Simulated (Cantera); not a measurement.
Input: 1 mol C₂F₆, 1.2 mol CH₄, 0.16 mol H₂, at 1550 K.

Cantera equilibrium calculation (NASA polynomials, part measured and part estimated; ideal gas, pure solids and liquids). Candidate condensed phases: C, C₆H₆, C₇H₈, C₈H₁₈; 95 gas species. The feed counts by its element totals alone. Gases not in the tables: C₂F₆ and larger saturated fluorocarbons. Rates play no part.

x: gas mole fraction; n: condensed amount in mol.

```
P (Pa)   x HF   x CF₄       x F     x CF₂  n C(graphite)
------  -----  ------  --------  --------  -------------
1       0.948  0.0353    0.0109   0.00523           2.98
3.60    0.954  0.0385   0.00426   0.00288           2.98
13      0.957  0.0399   0.00164   0.00154           2.98
46      0.958  0.0406  0.000639  0.000826           2.98
170     0.958  0.0409  0.000240  0.000431           2.98
600     0.959  0.0410         ?         ?           2.98
2200    0.959  0.0411         ?         ?           2.98
7700    0.959  0.0412   1.38e-5   6.43e-5           2.98
28000   0.959  0.0412   5.24e-6   3.37e-5           2.98
100000  0.959  0.0412   2.02e-6   1.79e-5           2.98
```

**Question.** What belongs in the gaps?

**Answer.** 
- 600, x F: 9.34e-5
- 600, x CF₂: 0.000230
- 2200, x F: 3.53e-5
- 2200, x CF₂: 0.000120
